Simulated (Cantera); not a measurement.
An isothermal, constant-pressure homogeneous reactor starts with NH3 : H2 = 1 : 0.22 (molar parts), at 1823 K and 10.00 Torr.

Cantera simulation using the gas-phase N/H chemistry of the illustrative SiF4/NH3 mechanism in the Surface Chemkin manual (1991); the numbers are that mechanism's predictions, not measurements. Walls and surfaces, which speed up NH3 decomposition in real reactors, are not modelled.

x: mole fraction; the columns are a selection and need not sum to one.

```tsv
t (s)	x NH3	x H2	x H	x N2H2	x NH	x N2	x NH2
2.00e-5	0.820	0.180	1.04e-7	<1e-12	<1e-12	<1e-12	4.52e-7
4.55e-5	0.820	0.180	1.59e-7	<1e-12	6.49e-12	<1e-12	1.11e-6
0.000104	0.820	0.180	2.80e-7	8.95e-12	5.24e-11	<1e-12	2.60e-6
0.000236	0.820	0.180	5.56e-7	9.56e-11	4.11e-10	1.05e-11	6.00e-6
0.000537	0.820	0.180	1.18e-6	8.72e-10	2.88e-9	3.82e-10	1.37e-5
0.00122	0.820	0.180	2.61e-6	6.59e-9	1.75e-8	9.58e-9	3.13e-5
0.00278	0.820	0.180	(withheld)	(withheld)	(withheld)	(withheld)	(withheld)
0.00632	0.819	0.180	1.32e-5	2.68e-7	4.88e-7	2.71e-6	0.000161
0.0144	0.819	0.181	2.88e-5	1.59e-6	2.19e-6	4.00e-5	0.000352
0.0328	0.817	0.182	4.95e-5	5.42e-6	5.82e-6	0.000439	0.000597
0.0746	0.811	0.186	5.51e-5	6.50e-6	6.77e-6	0.00203	0.000645
0.170	0.798	0.196	5.82e-5	6.32e-6	6.79e-6	0.00574	0.000637
0.386	0.768	0.217	6.52e-5	5.93e-6	6.82e-6	0.0139	0.000619
0.879	0.707	0.262	8.02e-5	5.16e-6	6.82e-6	0.0308	0.000583
2.00	(withheld)	(withheld)	(withheld)	(withheld)	6.67e-6	(withheld)	(withheld)
```

Q: Some entries are withheld; supply them.

A: 
- 0.00278, x H: 5.86e-6
- 0.00278, x N2H2: 4.31e-8
- 0.00278, x NH: 9.57e-8
- 0.00278, x N2: 1.74e-7
- 0.00278, x NH2: 7.11e-5
- 2.00, x NH3: 0.591
- 2.00, x H2: 0.346
- 2.00, x H: 0.000111
- 2.00, x N2H2: 3.89e-6
- 2.00, x N2: 0.0626
- 2.00, x NH2: 0.000514
